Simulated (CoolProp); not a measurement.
Vapour-liquid equilibrium of CHF3 (R23) (1) + R152A (2) at 2.28 bar; x and y are mole fractions of (1).

Model: multi-fluid Helmholtz-energy mixture model, Penoncello 2003 and Outcalt 1996; pair parameters Bell 2016, in CoolProp.

```
x     bubble temperature, mixture model (°C)  bubble temperature, Raoult's law (°C)  y, mixture model  y, Raoult's law
----  --------------------------------------  -------------------------------------  ----------------  ---------------
0.05                                   -12.2                                  -14.3             0.290            0.364
0.2                                    -30.6                                  -33.8             0.720            0.774
0.35                                   -42.6                                  -45.0             0.873            0.897
0.5                                    -51.0                                  -52.5             0.938            0.948
0.65                                   -57.1                                  -58.0             0.970            0.974
0.8                                    -61.8                                  -62.2             0.987            0.989
0.95                                   -65.6                                  -65.7             0.998            0.998
```

The largest gap from Raoult's law is +3.2 K in bubble temperature, at x = 0.2. No azeotrope shows between x = 0.05 and 0.95.

The pair parameters rest on a limited set of measurements; away from them the model extrapolates.
